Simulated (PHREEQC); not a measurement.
Consider water at 25 °C with 0.0061 mol/kgw HF, 0.00046 mol/kgw NH4HF2 and 0.012 mol/kgw (NH4)2SiF6. Closed to the air; pH follows from the charge balance.

Equilibrium calculation in PHREEQC: ion-association model, wateq4f.dat.

| quantity | before | after |
|---|---|---|
| pH | 2.79 | 3.18 |
| ionic strength (mol/kgw) | 0.0383 | 0.00400 |
| HF (mol/kgw) | 0.00459 | 0.00135 |
| F- (mol/kgw) | 0.00231 | 0.00145 |
| H2F2 (mol/kgw) | 5.54e-5 | 4.74e-6 |
| HF2- (mol/kgw) | 4.10e-5 | 7.52e-6 |
| SI of Quartz (SiO2) | -0.95 | +0.53 |

Q: What was changed between the two runs?
A) diluted 10-fold with water
B) 0.00098 mol/kgw Na2SO4 added
C) diluted 5-fold with water
D) NH4HF2 left out
E) 0.00044 mol/kgw NaOH added

A: A, diluted 10-fold with water

This is a speciation only: nothing precipitates in the calculation. Some of these states are supersaturated (in Quartz (slow to form), Chalcedony (slow to form), for instance). SiF6-2 is the database's only silicon fluoride.
